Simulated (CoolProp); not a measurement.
Vapour-liquid equilibrium of R143a (1) + isobutane (2) at 455 kPa; x and y are mole fractions of (1).

Model: multi-fluid Helmholtz-energy mixture model, Lemmon and Jacobsen 2000 and Bücker 2006; pair parameters Bell 2016, in CoolProp.

```
x     bubble temperature, mixture model (K)  bubble temperature, Raoult's law (K)  y, mixture model  y, Raoult's law
----  -------------------------------------  ------------------------------------  ----------------  ---------------
0.05                                  295.8                                 303.1             0.286            0.157
0.2                                     [?]                                 292.6               [?]            0.478
0.35                                  271.9                                 284.6             0.722            0.670
0.5                                   268.7                                 278.2             0.774            0.794
0.65                                  266.6                                 273.0             0.818            0.880
0.8                                   265.0                                 268.5             0.872            0.942
0.95                                  263.8                                 264.7               [?]            0.987
```

Some entries are withheld; supply them.


- 0.2, bubble temperature, mixture model (K): 278.4
- 0.2, y, mixture model: 0.620
- 0.95, y, mixture model: 0.958

The largest gap from Raoult's law is -14.2 K in bubble temperature, at x = 0.2. No azeotrope shows between x = 0.05 and 0.95.

The pair parameters rest on a limited set of measurements; away from them the model extrapolates. With so large a gap from Raoult's law the liquid may split in two, which this calculation doesn't test in full.
